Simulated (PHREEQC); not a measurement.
Model water analysis in mg/kgw, 25 °C, pH 5.88, pe 2.4: Na 6.42; K 0.18; Ca 7.45; Mg 2.15; Cl 17.3; S(6) as SO4 6.01; Alkalinity as HCO3 14.6; B 0.0193; Sr 1.94; Ba 0.037.

Na is adjusted to close the charge balance.
Valence states are taken as typed.

The numbers come from PHREEQC with the ion-association model, phreeqc.dat.

This is a speciation only: nothing precipitates in the calculation.

Estimate the specific conductance.

specific conductance 100 µS/cm.

In which forms is Ba present?

Ba+2 98 %, BaSO4 2.2 % of the Ba.
